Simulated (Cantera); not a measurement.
A closed system holds: 1 mol CO2, 1.3 mol O2, held at 2452 °C and 0.248 Torr.

Method: chemical equilibrium by Gibbs-energy minimisation in Cantera with the NASA 1993 tables (ideal gas, pure condensed phases). Candidate condensed phases: C; 12 gas species. Kinetics and transport are ignored.

Base state: O 0.668, CO 0.228, O2 0.0917, CO2 0.0114 (mole fractions); condensed: gas only.

Problem. What changes in the equilibrium state with this change: CO2 replaced by HF?

Solution. 
```
species  before     after
-------  ------  --------
O         0.668     0.570
HF            0     0.181
F             0    0.0915
CO        0.228         0
H             0    0.0836
CO2      0.0114         0
O2       0.0917    0.0666
OH            0   0.00636
H2            0  0.000593
H2O           0  0.000172
```
Further candidate phases: H2O.
